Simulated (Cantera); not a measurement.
Input (Python, Cantera):

```python
import numpy as np
import cantera as ct

gas = ct.Solution("gri30.yaml")
gas.TPX = 1425, 9500, {'C2H6': 1, 'N2': 130}
reactor = ct.IdealGasConstPressureReactor(gas, energy="off", clone=False)
net = ct.ReactorNet([reactor])
net.rtol, net.atol = 1e-08, 1e-18
show = ['C2H6', 'C2H', 'HCN', 'H2', 'H']
times = np.geomspace(2e-05, 200, 11)

steps = ct.SolutionArray(gas, extra=["t"])
rows = []
print(f"{'t/s':>10s}{'T/K':>9s}{'P/Pa':>11s}" + "".join(f"{s:>11s}" for s in show))
for t in times:
    while net.time < t:
        t_next = net.step()
        steps.append(gas.state, t=t_next)
    rows.append([np.interp(t, steps.t, y) for y in (steps.T, steps.P, *steps(*show).X.T)])
    print(f"{t:10.3e}{rows[-1][0]:9.1f}{rows[-1][1]:11.4g}" + "".join(f"{x:11.3e}" for x in rows[-1][2:]))
rate = np.gradient(steps.T, steps.t)
print("integrator steps:", len(steps.t))
if steps.T.max() > steps.T[0] + 200:
    print(f"time of steepest temperature rise: {steps.t[rate.argmax()]:.4e} s")
gas.TPX = 1425, 9500, {'C2H6': 1, 'N2': 130}
gas.equilibrate("TP")
print(f"equilibrium (TP): T = {gas.T:.1f} K  " + "  ".join(f"{s} {gas[s].X[0]:.3e}" for s in show))
```

It prints:

```
       t/s      T/K       P/Pa       C2H6        C2H        HCN         H2          H
 2.000e-05   1425.0       9500  7.626e-03  8.322e-23  6.697e-17  6.957e-09  1.921e-08
 1.002e-04   1425.0       9500  7.593e-03  6.829e-18  9.470e-14  8.685e-07  5.642e-07
 5.024e-04   1425.0       9500  7.311e-03  5.081e-12  4.923e-09  1.192e-04  1.396e-05
 2.518e-03   1425.0       9500  4.405e-03  2.825e-09  3.117e-07  2.627e-03  4.233e-05
 1.262e-02   1425.0       9500  1.969e-04  1.484e-08  8.147e-07  8.731e-03  3.968e-05
 6.325e-02   1425.0       9500  3.156e-06  4.295e-09  8.775e-07  1.154e-02  7.901e-06
 3.170e-01   1425.0       9500  3.254e-07  1.528e-09  8.788e-07  1.260e-02  2.571e-06
 1.589e+00   1425.0       9500  1.993e-07  1.270e-09  8.794e-07  1.295e-02  2.090e-06
 7.962e+00   1425.0       9500  1.742e-07  1.287e-09  8.836e-07  1.310e-02  2.127e-06
 3.991e+01   1425.0       9500  9.719e-08  1.351e-09  9.015e-07  1.361e-02  2.264e-06
 2.000e+02   1425.0       9500  1.700e-08  1.479e-09  9.538e-07  1.446e-02  2.532e-06
integrator steps: 1295
equilibrium (TP): T = 1425.0 K  C2H6 1.708e-11  C2H 1.798e-10  HCN 1.331e-02  H2 1.502e-02  H 2.731e-06
```

Computed with Cantera and GRI-Mech 3.0 (53 species, 325 reactions). GRI-Mech 3.0 stops at C3 and has no aromatics, soot or wall deposition, so with more carbon than oxygen in the feed, carbon stays in small species such as C2H2 where larger ones or solid carbon would form.
